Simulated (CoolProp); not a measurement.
The numbers come from the reference Helmholtz-energy equation of state, Setzmann 1991 in CoolProp.

Question: Give the vapour pressure (kPa), liquid density (kg/m³), liquid cp (kJ/(kg K)), liquid conductivity (mW/(m K)) of saturated methane at -138.95, -123.45, -119.65 °C.

Answer: 
| T (°C) | p (kPa) | liquid density (kg/m³) | liquid cp (kJ/(kg K)) | liquid conductivity (mW/(m K)) |
|---|---|---|---|---|
| -138.95 | 469 | 387 | 3.72 | 152 |
| -123.45 | 1030 | 359 | 4.04 | 130 |
| -119.65 | 1210 | 351 | 4.16 | 124 |

Thermal conductivity comes from a separate model (Friend 1989).
